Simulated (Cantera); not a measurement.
Cantera run:

```python
import numpy as np
import cantera as ct

gas_names = [...]  # 116 gases of nasa_gas.yaml made of C, H, Mg, O
cond_names = """
    C(gr) C6H6(L) C7H8(L) C8H18(L),n-octa H2O(s) H2O(L) Mg(cr) Mg(L) MgCO3(s) MgO(s) MgO(L) MgO2H2(s)
""".split()


# ... load() reads the species with a 1 bar reference pressure and builds the phases ...
atoms = {
    'MgO': {'Mg': 1, 'O': 1},
    'CO': {'C': 1, 'O': 1},
    'H2': {'H': 2},
}
top_T = {'C(gr)': 4500}  # K; cautious upper limits of use, not melting points


# ... equilibrate(T, P, feed) seeds the gas with the atoms and calls Mixture.equilibrate('TP', solver="vcs", rtol=1e-11, max_steps=5000) ...
results = []
feed = {'MgO': 1, 'CO': 16, 'H2': 0.16}  # mol
T = 848.15  # K
P = 190000  # Pa
mix = equilibrate(T, P, feed)
results.append((T, P, feed, dict(zip(mix.species_names, mix.species_moles))))
x = sorted(zip(gas.X, gas.species_names), reverse=True)
print(f"T = {T:g} K  P = {P:g} Pa  gas = {mix.phase_moles(0):.4g} mol")
print("   x: " + "  ".join(f"{s} {v:.3e}" for v, s in x if v > 0.001))
print("   condensed (mol): " + ("  ".join(f"{mix.phase(i).name} {mix.phase_moles(i):.4g}"
      for i in range(1, mix.n_phases) if mix.phase_moles(i) > 1e-12) or "none"))
```

It prints:

```
T = 848.15 K  P = 190000 Pa  gas = 8.716 mol
   x: CO2 8.420e-01  CO 1.397e-01  H2O 1.208e-02  H2 6.187e-03
   condensed (mol): C(gr) 7.444  MgO(s) 1
```

These are equilibrium values from Cantera (NASA tables, ideal gas, pure condensed phases), not measurements of a reactor.
